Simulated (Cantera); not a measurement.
Cantera with NASA thermochemical tables; ideal gases at 1 bar, condensed phases pure. Values are per mole of reaction as written; species without (g) are pure solids or liquids, kept so even where they would boil at 1 bar.

3 MgO + 3 Br2(g) = 3 MgBr2 + O3(g)

| T (K) | ΔH° (kJ) | ΔS° (J/K) | ΔG° (kJ) | log10 K | condensed phases |
|---|---|---|---|---|---|
| 598 | 291.6 | -199.9 | 411.2 | -35.91 | MgO(s), MgBr2(s) |
| 748 | … | … | … | … | MgO(s), MgBr2(s) |
| 898 | 304.9 | -182.0 | 468.4 | -27.24 | MgO(s), MgBr2(s) |
| 1048 | 433.8 | -51.0 | 487.3 | -24.29 | MgO(s), MgBr2(l) |
| 1198 | 448.9 | -37.6 | 493.9 | -21.53 | MgO(s), MgBr2(l) |
| 1348 | … | … | … | … | MgO(s), MgBr2(l) |
| 1498 | … | … | … | … | MgO(s), MgBr2(l) |
| 1648 | … | … | … | … | MgO(s), MgBr2(l) |

Q: Fill in the missing entries.

A: 
- 748, ΔH° (kJ): 298.0
- 748, ΔS° (J/K): -190.5
- 748, ΔG° (kJ): 440.4
- 748, log10 K: -30.76
- 1348, ΔH° (kJ): 463.7
- 1348, ΔS° (J/K): -26.0
- 1348, ΔG° (kJ): 498.6
- 1348, log10 K: -19.32
- 1498, ΔH° (kJ): 478.3
- 1498, ΔS° (J/K): -15.7
- 1498, ΔG° (kJ): 501.8
- 1498, log10 K: -17.50
- 1648, ΔH° (kJ): 492.8
- 1648, ΔS° (J/K): -6.4
- 1648, ΔG° (kJ): 503.4
- 1648, log10 K: -15.96
